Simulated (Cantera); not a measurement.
What does this Cantera script print?

```python
import numpy as np
import cantera as ct

gas = ct.Solution("gri30.yaml")
gas.TPX = 425, 36000, {'H2': 1, 'O2': 0.769, 'N2': 5.77}
inlet = ct.Reservoir(gas, clone=True)
gas.equilibrate("HP")  # start burning
reactor = ct.IdealGasConstPressureReactor(gas, energy="on", clone=False)
exhaust = ct.Reservoir(gas, clone=True)
tau = [0.25, 0.092, 0.034, 0.012, 0.0044, 0.0016, 0.00059, 0.00021, 7.8e-05][0]
for a, b in ((inlet, reactor), (reactor, exhaust)):
    ct.MassFlowController(a, b, mdot=lambda t: reactor.mass / tau)
net = ct.ReactorNet([reactor])
show = ['H2', 'O2', 'NO', 'OH', 'N2O']

rows = []
print(f"{'tau/s':>10s}{'T/K':>9s}" + "".join(f"{s:>11s}" for s in show))
for tau in [0.25, 0.092, 0.034, 0.012, 0.0044, 0.0016, 0.00059, 0.00021, 7.8e-05]:
    net.initial_time = 0.0
    net.advance(30 * tau)
    before = gas.X
    net.advance(40 * tau)
    drift = np.max(np.abs(gas.X - before) / (gas.X + 1e-9))
    rows.append([gas.T, *gas[show].X, drift])
    print(f"{tau:10.3e}{gas.T:9.1f}" + "".join(f"{x:11.3e}" for x in gas[show].X))
```

It prints:

```
     tau/s      T/K         H2         O2         NO         OH        N2O
 2.500e-01   1449.2  3.907e-04  3.811e-02  2.154e-06  8.165e-04  2.217e-07
 9.200e-02   1442.9  7.497e-04  3.815e-02  2.212e-06  1.116e-03  1.724e-07
 3.400e-02   1431.1  1.409e-03  3.828e-02  2.811e-06  1.491e-03  1.301e-07
 1.200e-02   1407.8  2.641e-03  3.867e-02  4.034e-06  1.929e-03  9.552e-08
 4.400e-03   1366.7  4.644e-03  3.955e-02  5.342e-06  2.287e-03  7.039e-08
 1.600e-03   1297.2  8.051e-03  4.148e-02  5.558e-06  2.390e-03  5.043e-08
 5.900e-04   1187.3  1.590e-02  4.627e-02  3.445e-06  2.043e-03  3.099e-08
 2.100e-04    425.0  1.326e-01  1.020e-01 -9.821e-20 -3.206e-22 -1.325e-21
 7.800e-05    425.0  1.326e-01  1.020e-01 -4.234e-22 -1.382e-24 -5.710e-24
```

Detailed kinetics in Cantera: GRI-Mech 3.0 (53 species, 325 reactions).
